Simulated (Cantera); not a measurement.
Input: 1 mol B2O3, 0.4 mol H2O, 91 mol H2, 0.12 mol O2, at 0.0160 bar.

Method: chemical equilibrium by Gibbs-energy minimisation in Cantera with the NASA 1993 tables (ideal gas, pure condensed phases). Candidate condensed phases: B, B2O3, B3O3H3, H2O; 23 gas species. The numbers say what is thermodynamically allowed, not how fast it happens.

Q: At 2075 °C, list the 5 most abundant gas species with their mole fractions, and the condensed phases.

A: H2 0.877, H 0.0914, H2O 0.0108, BO 0.00749, HBO 0.00665. Condensed: gas only.
